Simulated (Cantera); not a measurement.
Feed: 1 mol Si, 1.2 mol HBr, held at 750 °C.

Method: chemical equilibrium by Gibbs-energy minimisation in Cantera with the NASA 1993 tables (ideal gas, pure condensed phases). Candidate condensed phases: Br₂, Si; 19 gas species. The numbers say what is thermodynamically allowed, not how fast it happens.

Q: What share of the Si ends up in condensed phases as a function of P (Pa), at 1, 10, 100, 1000, 10000, 100000?

A: 
| P (Pa) | Si condensed (%) | as |
|---|---|---|
| 1 | 64.8 | Si(s) |
| 10 | 69.6 | Si(s) |
| 100 | 71.1 | Si(s) |
| 1000 | 71.0 | Si(s) |
| 10000 | 70.4 | Si(s) |
| 100000 | 69.7 | Si(s) |
